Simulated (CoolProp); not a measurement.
Cyclopentane along the isobar 826 kPa: density (kg/m³) from the reference equation and from simpler models built on Tc = 238.6 °C, pc = 4583 kPa, ω = 0.202; each cubic takes its own stable root.

Values from CoolProp's reference Helmholtz-energy equation of state, Gedanitz 2015.

```tsv
T (°C)	phase	reference
192.45	gas	16.49
198.05	gas	16.23
203.65	gas	15.97
209.25	gas	15.73
214.95	gas	15.49
220.55	gas	15.26
226.15	gas	15.04
231.85	gas	14.83
237.45	gas	14.63
243.05	gas	14.43
248.75	gas	14.23
254.35	gas	14.05
259.95	gas	13.87
265.55	gas	13.69
271.25	gas	13.52
276.85	gas	13.36
```

How far does each simpler model (ideal gas, van der Waals, Redlich-Kwong) lie from the reference over these 16 states: mean and median of the absolute difference, and the worst?


- ideal gas: mean 7.0 %, median 6.8 %, worst -9.3 % at 192.45 °C and 826 kPa
- van der Waals: mean 1.3 %, median 1.2 %, worst -2.2 % at 192.45 °C and 826 kPa
- Redlich-Kwong: mean 0.3 %, median 0.3 %, worst -0.7 % at 192.45 °C and 826 kPa
